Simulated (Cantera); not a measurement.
Feed: 1 mol B2H6, 3.7 mol O2, equilibrated at 14.0 mbar.

Equilibrium computed with Cantera from the NASA thermochemical tables; the gas is ideal and each condensed phase is pure. Candidate condensed phases: B, B2O3, B3O3H3, H2O; 23 gas species. The feed counts by its element totals alone. Gases not in the tables: H3BO3. Equilibrium is a limit: real reactors are often held back by kinetics, nucleation or transport. All values below are at 1548 K.

Base state: H2O 0.591, HBO2 0.238, O2 0.166, B2O3 0.00401, OH 0.000781, BO2 0.000386, (HBO2)3 0.000221, H2 4.33e-5 (mole fractions); condensed: B2O3(l).

Problem. What changes in the equilibrium state with this change: O2 from 3.7 to 1.2 mol?

Solution. 
```json
[
 {"species": "H2", "before": "4.33e-5", "after": "0.929"},
 {"species": "HBO", "before": "1.27e-8", "after": "0.0482"},
 {"species": "B2O2", "before": "<1e-9", "after": "0.0164"},
 {"species": "H2O", "before": "0.591", "after": "1.88e-5"},
 {"species": "HBO2", "before": "0.238", "after": "0.00134"},
 {"species": "O2", "before": "0.166", "after": "<1e-9"},
 {"species": "OH", "before": "0.000781", "after": "<1e-9"},
 {"species": "B3O3H3", "before": "<1e-9", "after": "0.000723"},
 {"species": "(HBO2)3", "before": "0.000221", "after": "<1e-9"},
 {"species": "O", "before": "2.62e-5", "after": "<1e-9"},
 {"species": "B2O3(l), mol", "before": "0.479", "after": "0.697"},
 {"species": "B(s), mol", "before": "0", "after": "0.314"}
]
```
Mutual solubility and eutectic melting of coexisting phases are not modelled. The tables' values for BH2 are old estimates; treat these amounts as uncertain.
